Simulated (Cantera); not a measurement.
## Adiabatic ignition

An adiabatic, constant-pressure homogeneous reactor starts with 7.29 % CO, 0.503 % H2, 1.75 % CH4, 16.8 % O2, 73.7 % N2, at 1475 K and 210 Torr.

Computed with Cantera and GRI-Mech 3.0 (53 species, 325 reactions).

```json
[
 {"t (s)": "8.00e-6", "T (K)": "1475", "x CO": "0.0729", "x H2": "0.00503", "x CH4": "0.0175", "x C2H2": "<1e-12", "x C2H6": "<1e-12", "x C2H": "<1e-12"},
 {"t (s)": "2.39e-5", "T (K)": "1475", "x CO": "0.0729", "x H2": "0.00503", "x CH4": "0.0175", "x C2H2": "<1e-12", "x C2H6": "1.81e-12", "x C2H": "<1e-12"},
 {"t (s)": "7.13e-5", "T (K)": "1475", "x CO": "0.0729", "x H2": "0.00503", "x CH4": "0.0175", "x C2H2": "<1e-12", "x C2H6": "1.93e-10", "x C2H": "<1e-12"},
 {"t (s)": "0.000213", "T (K)": "1475", "x CO": "0.0729", "x H2": "0.00503", "x CH4": "0.0175", "x C2H2": "1.16e-12", "x C2H6": "2.52e-8", "x C2H": "<1e-12"},
 {"t (s)": "0.000635", "T (K)": "1479", "x CO": "0.0728", "x H2": "0.00502", "x CH4": "0.0165", "x C2H2": "4.41e-8", "x C2H6": "4.18e-5", "x C2H": "<1e-12"},
 {"t (s)": "0.00190", "T (K)": "1990", "x CO": "0.0259", "x H2": "0.00253", "x CH4": "<1e-12", "x C2H2": "<1e-12", "x C2H6": "<1e-12", "x C2H": "<1e-12"},
 {"t (s)": "0.00566", "T (K)": "2212", "x CO": "0.0151", "x H2": "0.00126", "x CH4": "<1e-12", "x C2H2": "<1e-12", "x C2H6": "<1e-12", "x C2H": "<1e-12"},
 {"t (s)": "0.0169", "T (K)": "2316", "x CO": "0.00794", "x H2": "0.000615", "x CH4": "<1e-12", "x C2H2": "<1e-12", "x C2H6": "<1e-12", "x C2H": "<1e-12"},
 {"t (s)": "0.0504", "T (K)": "2323", "x CO": "0.00712", "x H2": "0.000549", "x CH4": "<1e-12", "x C2H2": "<1e-12", "x C2H6": "<1e-12", "x C2H": "<1e-12"},
 {"t (s)": "0.150", "T (K)": "2317", "x CO": "0.00693", "x H2": "0.000537", "x CH4": "<1e-12", "x C2H2": "<1e-12", "x C2H6": "<1e-12", "x C2H": "<1e-12"},
 {"t (s)": "0.449", "T (K)": "2312", "x CO": "0.00679", "x H2": "0.000528", "x CH4": "<1e-12", "x C2H2": "<1e-12", "x C2H6": "<1e-12", "x C2H": "<1e-12"},
 {"t (s)": "1.34", "T (K)": "2312", "x CO": "0.00678", "x H2": "0.000527", "x CH4": "<1e-12", "x C2H2": "<1e-12", "x C2H6": "<1e-12", "x C2H": "<1e-12"},
 {"t (s)": "4.00", "T (K)": "2312", "x CO": "0.00678", "x H2": "0.000527", "x CH4": "<1e-12", "x C2H2": "<1e-12", "x C2H6": "<1e-12", "x C2H": "<1e-12"}
]
```
x: mole fraction; the columns are a selection and need not sum to one.

```json
{
  "time_of_steepest_temperature_rise": "0.803 ms",
  "temperature at 4.00 s": "2312 K",
  "equilibrium_temperature": "2312 K",
  "x(CO) at 4.00 s": "0.00678 (gas-phase equilibrium 0.00678)",
  "x(H2) at 4.00 s": "0.000527 (gas-phase equilibrium 0.000527)",
  "x(CH4) at 4.00 s": "<1e-12 (gas-phase equilibrium <1e-12)"
}
```
